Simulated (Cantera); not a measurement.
A closed system holds: 1 mol BaF2, 0.47 mol O2, 5.3 mol H2, 14 mol H2O, at 75.0 Torr.

Cantera equilibrium calculation (NASA polynomials, part measured and part estimated; ideal gas, pure solids and liquids). Candidate condensed phases: Ba, BaF2, BaO, Ba(OH)2, H2O; 27 gas species. Mutual solubility and eutectic melting of coexisting phases are not modelled. Rates play no part.

Q: What share of the Ba ends up in condensed phases as a function of T (K), at 1325, 1375, 1425, 1475, 1525, 1575, 1625, 1675, 1725, 1775, 1825?

A: 
| T (K) | Ba condensed (%) | as |
|---|---|---|
| 1325 | 99.7 | BaF2(s) + BaO(s) |
| 1375 | 99.5 | BaF2(s) + BaO(s) |
| 1425 | 99.1 | BaF2(s) + BaO(s) |
| 1475 | 98.4 | BaF2(s) + BaO(s) |
| 1525 | 97.1 | BaF2(s) + BaO(s) |
| 1575 | 94.8 | BaF2(s) + BaO(s) |
| 1625 | 90.6 | BaF2(s) + BaO(s) |
| 1675 | 83.2 | BaF2(l) + BaO(s) |
| 1725 | 70.3 | BaF2(l) + BaO(s) |
| 1775 | 48.1 | BaF2(l) + BaO(s) |
| 1825 | 17.3 | BaO(s) |
